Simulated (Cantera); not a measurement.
Mixture: H2 : O2 : N2 : CO2 = 1 : 1.04 : 3.92 : 0.01 (molar parts), equivalence ratio 0.48, at 100000 Pa, adiabatic and at constant pressure. Ignition delay is the time to a rise of 400 K.

Detailed kinetics in Cantera: GRI-Mech 3.0 (53 species, 325 reactions). Below about 950 K walls govern HO2 and H2O2 in real vessels. Where the delays flatten at high temperature, the 400 K rule measures the pace of heat release, not the induction time.

Question: Predict: delay at 850 K; delay at 950 K; delay at 1050 K; delay at 1150 K; delay at 1250 K.

Answer: 
| Item | Result |
|---|---|
| delay at 850 K | 2.66 s |
| delay at 950 K | 8.23 ms |
| delay at 1050 K | 0.149 ms |
| delay at 1150 K | 68.5 µs |
| delay at 1250 K | 42.8 µs |
